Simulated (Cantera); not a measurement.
Gas mixture: 44.2 % CH3OH, 52.3 % NH3, 3.50 % H2O, at 4.93 atm, frozen composition.

Cantera's kinetic-theory transport with the Lennard-Jones parameters of GRI-Mech 3.0, ideal gas; thermal conductivity in the multicomponent form. Polar gases are described roughly by these parameters. The composition is frozen, though it would react at the higher temperatures.

D: mixture-averaged diffusion coefficient of that species in the mixture.

```
T (K)  ρ (kg/m³)  cp (J/kg/K)  μ (µPa s)  λ (mW/m/K)     Pr  D (cm²/s) NO  D (cm²/s) CO2  D (cm²/s) N2
-----  ---------  -----------  ---------  ----------  -----  ------------  -------------  ------------
400         3.56         1862       13.6        36.2  0.700        0.0638         0.0469           [?]
600         2.38         2310       20.4        66.3  0.712         0.134          0.102           [?]
800         1.78         2676       26.8        99.8  0.720         0.222          0.174           [?]
1000        1.43         2980       32.7         135  0.724         0.327          0.260           [?]
1200        1.19         3221       38.1         169  0.727         0.447          0.359           [?]
1400        1.02         3418       43.2         203  0.728         0.580          0.469           [?]
1600       0.891         3577       47.9         235  0.729         0.726          0.590           [?]
1800       0.792         3705       52.4         266  0.729         0.885          0.722           [?]
2000       0.713         3808       56.6         296  0.728          1.05          0.863           [?]
```

Question: Fill in the missing entries.

Answer: 
- 400, D (cm²/s) N2: 0.0648
- 600, D (cm²/s) N2: 0.136
- 800, D (cm²/s) N2: 0.226
- 1000, D (cm²/s) N2: 0.332
- 1200, D (cm²/s) N2: 0.454
- 1400, D (cm²/s) N2: 0.589
- 1600, D (cm²/s) N2: 0.737
- 1800, D (cm²/s) N2: 0.898
- 2000, D (cm²/s) N2: 1.07
